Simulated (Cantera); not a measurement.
A closed system holds: 1 mol SiCl4, 0.15 mol NH3, 58 mol H2, held at 1223.15 K and 0.0133 bar.

These are equilibrium values from Cantera (NASA tables, ideal gas, pure condensed phases), not measurements of a reactor. Candidate condensed phases: NH4Cl, Si, Si3N4; 28 gas species. Mutual solubility and eutectic melting of coexisting phases are not modelled. The tables' values for SiCl3 are old estimates; treat these amounts as uncertain. Equilibrium is a limit: real reactors are often held back by kinetics, nucleation or transport.

Base state: H2 0.944, HCl 0.0479, SiCl2 0.00590, SiCl4 0.000774, SiCl3 0.000757, SiHCl3 0.000472, SiH2Cl2 3.83e-5 (mole fractions); condensed: Si(s) + Si3N4(s).

**Question.** What changes in the equilibrium state with this change: temperature from 1223.15 K to 798.15 K?

**Answer.** 
```json
[
 {"species": "H2", "before": "0.944", "after": "0.976"},
 {"species": "SiCl4", "before": "0.000774", "after": "0.0136"},
 {"species": "HCl", "before": "0.0479", "after": "0.00893"},
 {"species": "SiCl2", "before": "0.00590", "after": "4.90e-7"},
 {"species": "SiCl3", "before": "0.000757", "after": "7.69e-6"},
 {"species": "SiH2Cl2", "before": "3.83e-5", "after": "1.02e-5"},
 {"species": "SiHCl3", "before": "0.000472", "after": "0.00131"},
 {"species": "Si(s), mol", "before": "0.410", "after": "0"},
 {"species": "Si3N4(s), mol", "before": "0.0374", "after": "0.0375"}
]
```

**Question.** What changes in the equilibrium state with this change: temperature from 1223.15 K to 1498.15 K?

**Answer.** 
| species | before | after |
|---|---|---|
| H2 | 0.944 | 0.941 |
| HCl | 0.0479 | 0.0493 |
| SiCl2 | 0.00590 | 0.00829 |
| N2 | 4.32e-6 | 0.00124 |
| SiCl4 | 0.000774 | 5.79e-6 |
| H | 2.54e-6 | 0.000145 |
| SiHCl3 | 0.000472 | 1.14e-5 |
| SiH2Cl2 | 3.83e-5 | 3.55e-6 |
| Si(s), mol | 0.410 | 0.491 |
| Si3N4(s), mol | 0.0374 | 0 |
